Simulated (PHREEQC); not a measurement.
1 kg of water holding 15 mmol/kgw NaCl, 120 mmol/kgw K2SO4, 80 mmol/kgw Na2SO4 and 4.2 mmol/kgw MgSO4 is evaporated at 25 °C; the solids stay in contact with the brine. The system is closed to CO2. Solids allowed: Arcanite, Bischofite, Bloedite, Brucite, Carnallite, Epsomite, Glaserite, Halite, Hexahydrite, Kainite, Kieserite, Leonite, Mirabilite, Misenite, Schoenite, Sylvite, Thenardite, MgCl2_4H2O. Others were left out.

The series has 23 steps of water left (kg), from 1 to 0.008863.

The numbers come from PHREEQC with the Pitzer model, pitzer.dat.

Task: Which solids form, in which order, and at which step of the series does each first stand?

Result: Arcanite from water left = 0.1407 kg, last present at water left = 0.1407 kg; Glaserite from water left = 0.1407 kg; Mirabilite from water left = 0.01903 kg.
